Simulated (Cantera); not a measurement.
Charge: 1 mol Pb, 0.93 mol CO, 0.2 mol H2, at 773.15 K and 0.133 bar.

Cantera equilibrium calculation (NASA polynomials, part measured and part estimated; ideal gas, pure solids and liquids). Candidate condensed phases: C, C6H6, C7H8, C8H18, H2O, Pb, PbO, PbO2, Pb3O4; 113 gas species. Rates play no part.

Base state: CO2 0.571, H2 0.157, CO 0.133, H2O 0.132, CH4 0.00693 (mole fractions); condensed: C(graphite) + Pb(l).

What changes in the equilibrium state with this change: CO from 0.93 to 0.11 mol?


```json
[
 {"species": "H2", "before": "0.157", "after": "0.538"},
 {"species": "H2O", "before": "0.132", "after": "0.204"},
 {"species": "CO2", "before": "0.571", "after": "0.117"},
 {"species": "CH4", "before": "0.00693", "after": "0.0814"},
 {"species": "CO", "before": "0.133", "after": "0.0600"},
 {"species": "C(graphite), mol", "before": "0.460", "after": "0.0529"},
 {"species": "Pb(l), mol", "before": "1.00", "after": "1.00"}
]
```

What changes in the equilibrium state with this change: pressure from 0.133 bar to 21.0 Pa?


| species | before | after |
|---|---|---|
| CO | 0.133 | 0.786 |
| H2 | 0.157 | 0.181 |
| CO2 | 0.571 | 0.0315 |
| H2O | 0.132 | 0.00142 |
| Pb | 1.74e-7 | 0.000111 |
| CH4 | 0.00693 | 1.46e-5 |
| C(graphite), mol | 0.460 | 0.0360 |
| Pb(l), mol | 1.00 | 1.000 |
